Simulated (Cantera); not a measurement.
A closed system holds: 1 mol CO2, 0.068 mol SO2, 3.4 mol H2, equilibrated at 0.100 bar.

Method: chemical equilibrium by Gibbs-energy minimisation in Cantera with the NASA 1993 tables (ideal gas, pure condensed phases). Candidate condensed phases: C, C6H6, C7H8, C8H18, H2O, H2SO4, S; 123 gas species. The numbers say what is thermodynamically allowed, not how fast it happens. All values below are at 650 K.

Base state: H2O 0.401, H2 0.270, CH4 0.177, CO2 0.125, H2S 0.0209, CO 0.00542, COS 1.53e-5 (mole fractions); condensed: gas only.

Task: What changes in the equilibrium state with this change: H2 from 3.4 to 12 mol?

Result: 
```
species   before     after
-------  -------  --------
H2         0.270     0.710
H2O        0.401     0.193
CH4        0.177    0.0905
CO2        0.125  0.000313
H2S       0.0209   0.00618
COS      1.53e-5   2.34e-8
CO       0.00542   7.37e-5
```
